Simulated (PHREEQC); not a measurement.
Solution (25 °C): 0.0027 mol CuCl2, 0.049 mol HNO3 and 0.22 mol NaCl per kg of water. Closed to the air; pH follows from the charge balance.

The numbers come from PHREEQC with the ion-association model, phreeqc.dat.

The ionic strength comes out as 0.276 mol/kgw. What activity coefficients do CuCl+, Cl-, H+, Cu+2, Na+ get?

CuCl+ 0.69, Cl- 0.69, H+ 0.79, Cu+2 0.30, Na+ 0.73.

No solid was allowed to form.
